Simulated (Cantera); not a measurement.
Mixture: CO : H₂ : O₂ : N₂ = 1 : 0.056 : 1.29 : 4.84 (molar parts), at 1.00 bar, adiabatic and at constant volume. Ignition delay is the time to a rise of 400 K.

Computed with Cantera and GRI-Mech 3.0 (53 species, 325 reactions). Where the delays flatten at high temperature, the 400 K rule measures the pace of heat release, not the induction time.

Task: Predict: delay at 1025 K; delay at 1225 K; delay at 1425 K; delay at 1625 K; delay at 1825 K.

Result: 
| Property | Result |
|---|---|
| delay at 1025 K | 0.917 ms |
| delay at 1225 K | 0.234 ms |
| delay at 1425 K | 0.162 ms |
| delay at 1625 K | 0.153 ms |
| delay at 1825 K | 0.175 ms |
